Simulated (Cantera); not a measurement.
A Cantera script and what it prints.

```python
import numpy as np
import cantera as ct

gas_names = """
    H HI HO2 H2 H2O H2O2 I I2 Mg MgH MgI MgI2 MgO MgOH MgO2H2 Mg2 O OH O2 O3
""".split()
cond_names = """
    H2O(s) H2O(L) I2(cr) I2(L) Mg(cr) Mg(L) MgI2(s) MgI2(L) MgO(s) MgO(L) MgO2H2(s)
""".split()


# ... load() reads the species with a 1 bar reference pressure and builds the phases ...
atoms = {
    'MgO': {'Mg': 1, 'O': 1},
    'HI': {'H': 1, 'I': 1},
}
top_T = {}  # K; cautious upper limits of use, not melting points


# ... equilibrate(T, P, feed) seeds the gas with the atoms and calls Mixture.equilibrate('TP', solver="vcs", rtol=1e-11, max_steps=5000) ...
results = []
feed = {'MgO': 1, 'HI': 1.7}  # mol
P = 380000  # Pa
for T in [1025, 1100, 1175, 1250, 1325, 1400, 1475]:
    mix = equilibrate(T, P, feed)
    results.append((T, P, feed, dict(zip(mix.species_names, mix.species_moles))))

top = {s: max(r[3][s] / sum(r[3][g] for g in gas_names) for r in results) for s in gas_names}
cols = sorted((s for s in top if top[s] > 1e-06), key=lambda s: -top[s])[:8]
seen = [c for c in cond_names if any(r[3].get(c, 0) > 1e-12 for r in results)]
print("log10 of partial pressures in bar; condensed amounts in mol")
print(f"{'T/K':>10s}" + "".join(f"{s[:9]:>10s}" for s in cols + seen))
for T, P, feed, n in results:
    ng = sum(n[g] for g in gas_names)
    print(f"{T:10.4g}" + "".join(f"{np.log10(max(n[s] / ng * P / 1e5, 1e-99)):10.3f}" for s in cols)
          + "".join(f"{n.get(c, 0):10.4g}" for c in seen))
```

Output:

```
log10 of partial pressures in bar; condensed amounts in mol
       T/K        HI        H2         I        I2       H2O      MgI2       MgI         H    MgO(s)
      1025     0.430    -0.282    -1.309    -0.303    -1.677    -1.677    -9.259    -8.502    0.9905
      1100     0.415    -0.265    -1.042    -0.303    -1.451    -1.451    -8.297    -7.720     0.984
      1175     0.396    -0.250    -0.813    -0.314    -1.262    -1.262    -7.461    -7.037     0.975
      1250     0.373    -0.236    -0.618    -0.337    -1.103    -1.103    -6.727    -6.434    0.9636
      1325     0.345    -0.223    -0.454    -0.374    -0.971    -0.971    -6.078    -5.898    0.9499
      1400     0.311    -0.209    -0.315    -0.425    -0.863    -0.863    -5.500    -5.418    0.9345
      1475     0.273    -0.195    -0.201    -0.490    -0.776    -0.776    -4.981    -4.984    0.9183
```

These are equilibrium values from Cantera (NASA tables, ideal gas, pure condensed phases), not measurements of a reactor.
